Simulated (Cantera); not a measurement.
Input (Python, Cantera):

```python
import numpy as np
import cantera as ct

surf = ct.Interface("diamond.yaml", "diamond_100")
gas, bulk = surf.adjacent["gas"], surf.adjacent["diamond"]
k = surf.kinetics_species_index(bulk.species_names[0])
cover = ["c6HH", "c6H*", "c6*H", "c6**", "c6HM", "c6B"]

rows, drift = [], 0.0
print(f"{'P':>10s}{'um/h':>11s}" + "".join(f"{s:>11s}" for s in cover))
for v in [400, 660, 1100, 1800, 3000, 4900, 8100, 13000]:
    T, P, xH, xCH3 = 1398, v, 0.015, 9.9e-05
    gas.TPX = T, P, {"H": xH, "CH3": xCH3, "CH4": 0.027, "H2": 1 - xH - xCH3 - 0.027}
    surf.TP = bulk.TP = T, P
    surf.coverages = "c6H*:0.1, c6HH:0.9"
    surf.advance_coverages(100.0)
    before = surf.coverages
    surf.advance_coverages(100.0)
    drift = max(drift, np.max(np.abs(surf.coverages - before) / (surf.coverages + 1e-9)))
    rate = surf.net_production_rates[k] * bulk.mean_molecular_weight / bulk.density * 3.6e9
    rows.append([rate, *surf[cover].coverages])
    print(f"{v:10.4g}{rate:11.4e}" + "".join(f"{x:11.3e}" for x in rows[-1][1:]))
```

It prints:

```
         P       um/h       c6HH       c6H*       c6*H       c6**       c6HM        c6B
       400 4.8201e-02  3.300e-01  5.954e-02  5.465e-01  6.392e-02  2.630e-06  1.308e-10
       660 1.0157e-01  3.301e-01  5.954e-02  5.464e-01  6.389e-02  4.623e-06  2.756e-10
      1100 2.0602e-01  3.302e-01  5.955e-02  5.463e-01  6.387e-02  8.126e-06  5.590e-10
      1800 3.9222e-01  3.302e-01  5.956e-02  5.462e-01  6.386e-02  1.379e-05  1.064e-09
      3000 7.4880e-01  3.302e-01  5.959e-02  5.462e-01  6.386e-02  2.347e-05  2.032e-09
      4900 1.3909e+00  3.302e-01  5.965e-02  5.461e-01  6.387e-02  3.848e-05  3.774e-09
      8100 2.6630e+00  3.302e-01  5.973e-02  5.459e-01  6.390e-02  6.278e-05  7.226e-09
   1.3e+04 5.0300e+00  3.302e-01  5.987e-02  5.457e-01  6.394e-02  9.763e-05  1.365e-08
```

Model: the Harris–Goodwin 1993 mechanism for the reconstructed diamond (100) surface, integrated in Cantera.
